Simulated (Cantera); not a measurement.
An isothermal, constant-pressure homogeneous reactor starts with 45.5 % CH4, 54.5 % CO2, at 2200 K and 500000 Pa.

Computed with Cantera and GRI-Mech 3.0 (53 species, 325 reactions).

x: mole fraction; the columns are a selection and need not sum to one.

```tsv
t (s)	x CH4	x CO2	x CH2	x CH3	x CO
4.00e-6	0.278	0.483	5.21e-5	0.0199	0.0154
1.24e-5	0.137	0.376	3.13e-5	0.00960	0.0620
3.83e-5	?	?	?	?	?
0.000119	0.0155	0.0972	1.94e-5	0.00161	0.312
0.000367	0.0108	0.0511	1.15e-5	0.00104	0.394
0.00114	0.00743	0.0288	5.12e-6	0.000617	0.455
0.00352	0.00367	0.0153	1.86e-6	0.000280	0.495
0.0109	0.00102	0.00965	4.35e-7	7.48e-5	0.512
0.0337	9.53e-6	0.00870	3.85e-9	6.97e-7	0.515
0.104	3.59e-7	0.00870	1.46e-10	2.63e-8	0.515
0.323	3.59e-7	0.00870	1.46e-10	2.63e-8	0.515
1.00	3.59e-7	0.00870	1.46e-10	2.63e-8	0.515
```

Problem. What belongs in the gaps?

Solution. 
- 3.83e-5, x CH4: 0.0510
- 3.83e-5, x CO2: 0.237
- 3.83e-5, x CH2: 2.29e-5
- 3.83e-5, x CH3: 0.00407
- 3.83e-5, x CO: 0.170
